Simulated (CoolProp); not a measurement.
Vapour-liquid equilibrium of ethylene (1) + carbon dioxide (2) at 241 K; x and y are mole fractions of (1).

Computed with CoolProp (multi-fluid Helmholtz-energy mixture model, Smukala 2000 and Span 1996; pair parameters Bell 2016).

```csv
x,bubble pressure (MPa),y at the bubble point,dew pressure at overall composition x (MPa),liquid density (mol/L)
0.05,1.425,0.102,1.375,23.98
0.15,1.573,0.246,1.474,22.72
0.25,1.677,0.350,1.577,21.58
0.35,1.752,0.435,1.677,20.53
0.45,1.807,0.513,1.764,19.59
0.55,1.845,0.588,1.827,18.73
0.65,1.867,0.666,1.864,17.96
0.75,1.875,0.750,1.875,17.26
0.85,1.867,0.842,1.866,16.64
0.95,1.842,0.944,1.841,16.08
```

y crosses x between x = 0.65 and 0.75: the model has an azeotrope there.

The pair parameters rest on a limited set of measurements; away from them the model extrapolates.
